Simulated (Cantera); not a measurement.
Feed: 1 mol Al(CH3)3, a varied amount of N2O, 2 mol H2, equilibrated at 2200 K and 68.0 mbar.

Equilibrium computed with Cantera from the NASA thermochemical tables; the gas is ideal and each condensed phase is pure. Candidate condensed phases: Al, AlN, Al2O3, C, C6H6, C7H8, C8H18, H2O; 148 gas species. The feed counts by its element totals alone. Gases not in the tables: Al(OH)3. The numbers say what is thermodynamically allowed, not how fast it happens.

**Question.** At 26 mol N2O, list the 4 most abundant gas species with their mole fractions, and the condensed phases.

**Answer.** N2 0.617, H2O 0.148, O2 0.137, CO2 0.0675. Condensed: Al2O3(s).
